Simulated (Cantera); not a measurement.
A closed system holds: 1 mol CH2F2, 0.081 mol H2, equilibrated at 2650 °C and 0.100 bar.

Method: chemical equilibrium by Gibbs-energy minimisation in Cantera with the NASA 1993 tables (ideal gas, pure condensed phases). Rates play no part.

```
species             before     after
----------------  --------  --------
HF                   0.910     0.824
H                   0.0527    0.0902
F                   0.0142    0.0434
C3                 0.00134    0.0140
H2                  0.0181    0.0137
C5                 1.93e-5  0.000393
C4                 3.62e-6   7.10e-5
C2                0.000134   0.00147
C                 0.000239   0.00194
CH                 5.20e-6   2.56e-5
CF                 0.00140   0.00672
C(graphite), mol     0.981     0.856
```
Gas species are given as mole fractions.

Task: What was changed between the two runs?
A. CH2F2 replaced by C2F6
B. temperature from 2650 °C to 2577 °C
C. temperature from 2650 °C to 2875 °C
D. temperature from 2650 °C to 477 °C

Result: C, temperature from 2650 °C to 2875 °C
